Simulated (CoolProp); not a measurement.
Computed with CoolProp (reference Helmholtz-energy equation of state, Tillner-Roth 1994).

For R134a, give the phase and the cp (kJ/(kg K)), cv (kJ/(kg K)) at 134.55 °C and 4260 kPa.


- 134.55 °C and 4260 kPa: supercritical; cp 1.52, cv 1.04
